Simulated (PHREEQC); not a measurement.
Make-up at 25 °C: 0.0044 mol CdCl2, 0.231 mol CuCl2 and 0.003 mol Na2SO4 per kg of water. Closed to the air; pH follows from the charge balance.

Equilibrium calculation in PHREEQC: ion-association model, wateq4f.dat.

Problem. The ionic strength comes out as 0.594 mol/kgw. What activity coefficients do CdCl3-, HSO4-, Na+, Cu2(OH)2+2, CuCl+ get?

Solution. CdCl3- 0.74, HSO4- 0.65, Na+ 0.71, Cu2(OH)2+2 0.30, CuCl+ 0.64.

No solid was allowed to form. Examples of supersaturated solids here: Atacamite, Antlerite. Others may be too. Species that the database lacks are ignored.
